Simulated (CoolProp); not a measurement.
Toluene along the isobar 7.45 MPa: Z from the reference equation and from simpler models built on Tc = 591.7 K, pc = 4.126 MPa, ω = 0.266; each cubic takes its own stable root.

The numbers come from the reference Helmholtz-energy equation of state, Lemmon 2006 in CoolProp. It is a short technical equation, of lower accuracy than the large ones.

```tsv
T (K)	phase	reference	Soave-Redlich-Kwong	Peng-Robinson
204.5	liquid	0.4238	0.4895	0.4374
230.5	liquid	0.3856	0.4411	0.3937
256.5	liquid	0.3555	0.4032	0.3595
282.5	liquid	0.3314	0.3731	0.3323
308.5	liquid	0.3117	0.3489	0.3105
334.5	liquid	0.2956	0.3293	0.2928
360.5	liquid	0.2824	0.3136	0.2785
386.5	liquid	0.2717	0.3012	0.2672
412.5	liquid	0.2631	0.2917	0.2586
438.5	liquid	0.2565	0.2849	0.2524
464.5	liquid	0.2518	0.2808	0.2488
490.4	liquid	0.2492	0.2797	0.2479
516.4	liquid	0.2490	0.2821	0.2503
```
